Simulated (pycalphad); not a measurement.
All values are pycalphad results on the COST 507 light-alloy database (1999) (1 atm), not direct measurements. These are 1990s assessments: newer ones move some temperatures and phases. Diffusion is slow at the low end, where real alloys seldom reach equilibrium.

Molar enthalpy of Si-5.981Fe (wt.%) in equilibrium (SER reference):

```csv
T (°C),H (kJ/mol),phases
1977,95.61,LIQUID
1897,93.39,LIQUID
1817,91.16,LIQUID
1737,88.94,LIQUID
1657,86.72,LIQUID
1577,84.50,LIQUID
1497,82.28,LIQUID
1457,81.17,LIQUID
1417,80.06,LIQUID
1337,38.08,DIAMOND_A4 + LIQUID
1257,33.26,DIAMOND_A4 + LIQUID
1177,27.69,DIAMOND_A4 + FESI2_H
1137,26.55,DIAMOND_A4 + FESI2_H
1097,25.42,DIAMOND_A4 + FESI2_H
1017,23.18,DIAMOND_A4 + FESI2_H
937,20.45,DIAMOND_A4 + FESI2_L
857,18.27,DIAMOND_A4 + FESI2_L
777,16.11,DIAMOND_A4 + FESI2_L
697,13.99,DIAMOND_A4 + FESI2_L
617,11.89,DIAMOND_A4 + FESI2_L
537,9.83,DIAMOND_A4 + FESI2_L
457,7.80,DIAMOND_A4 + FESI2_L
377,5.81,DIAMOND_A4 + FESI2_L
297,3.87,DIAMOND_A4 + FESI2_L
```

Cooling from 1417 °C to 1177 °C, across the freezing range, releases 52.4 kJ/mol, or 1810 J/g. The slope is 28 J/(mol K) in the liquid and 28 J/(mol K) just below the solidus, where it includes any heat of precipitation. Liquidus 1400 °C, solidus 1205 °C. Changes were sought between steps of 40 K, so a narrower field can be missed.

Database names, with the compositions (at.%) that they take in these runs: FESI2_H: Si 70 Fe 30; FESI2_L: Si 67 Fe 33. DIAMOND_A4 is diamond (Si).
